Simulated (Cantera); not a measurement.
# Adiabatic ignition

An adiabatic, constant-pressure homogeneous reactor starts with 4.04 % CO, 2.06 % H2, 1.46 % CH4, 7.12 % O2, 85.3 % N2, equivalence ratio 0.84, at 1525 K and 8.30 bar.

Computed with Cantera and GRI-Mech 3.0 (53 species, 325 reactions).

| t (s) | T (K) | x CO | x H2 | x CH4 | x CH2O | x H2O | x C2H6 |
|---|---|---|---|---|---|---|---|
| 2.00e-6 | 1525 | 0.0404 | 0.0206 | 0.0146 | 2.01e-8 | 1.19e-6 | 2.31e-10 |
| 5.46e-6 | 1525 | 0.0404 | 0.0206 | 0.0145 | 5.22e-7 | 1.55e-5 | 4.65e-8 |
| 1.49e-5 | 1534 | 0.0404 | 0.0200 | 0.0135 | 0.000197 | 0.00153 | 0.000107 |
| 4.07e-5 | 2051 | 0.0207 | 0.00307 | <1e-12 | 4.33e-10 | 0.0436 | <1e-12 |
| 0.000111 | 2229 | 0.00568 | 0.000876 | <1e-12 | 1.66e-11 | 0.0489 | <1e-12 |
| 0.000304 | 2265 | 0.00229 | 0.000365 | <1e-12 | 2.73e-12 | 0.0500 | <1e-12 |
| 0.000829 | 2271 | 0.00168 | 0.000279 | <1e-12 | 1.56e-12 | 0.0502 | <1e-12 |
| 0.00226 | 2271 | 0.00167 | 0.000277 | <1e-12 | 1.55e-12 | 0.0503 | <1e-12 |
| 0.00618 | 2270 | 0.00167 | 0.000278 | <1e-12 | 1.55e-12 | 0.0503 | <1e-12 |
| 0.0169 | 2269 | 0.00168 | 0.000279 | <1e-12 | 1.56e-12 | 0.0503 | <1e-12 |
| 0.0461 | 2266 | 0.00169 | 0.000282 | <1e-12 | 1.59e-12 | 0.0503 | <1e-12 |
| 0.126 | 2264 | 0.00170 | 0.000284 | <1e-12 | 1.61e-12 | 0.0503 | <1e-12 |
| 0.344 | 2264 | 0.00170 | 0.000284 | <1e-12 | 1.62e-12 | 0.0503 | <1e-12 |
| 0.939 | 2264 | 0.00170 | 0.000284 | <1e-12 | 1.62e-12 | 0.0503 | <1e-12 |
| 2.56 | 2264 | 0.00170 | 0.000284 | <1e-12 | 1.62e-12 | 0.0503 | <1e-12 |
| 7.00 | 2264 | 0.00170 | 0.000284 | <1e-12 | 1.62e-12 | 0.0503 | <1e-12 |
x: mole fraction; the columns are a selection and need not sum to one.

```
Item                                                                  Result
---------------------------------  -----------------------------------------
time of steepest temperature rise                                    29.6 µs
temperature at 7.00 s                                                 2264 K
equilibrium temperature                                               2264 K
x(CO) at 7.00 s                      0.00170 (gas-phase equilibrium 0.00170)
x(H2) at 7.00 s                    0.000284 (gas-phase equilibrium 0.000284)
x(CH4) at 7.00 s                       <1e-12 (gas-phase equilibrium <1e-12)
```
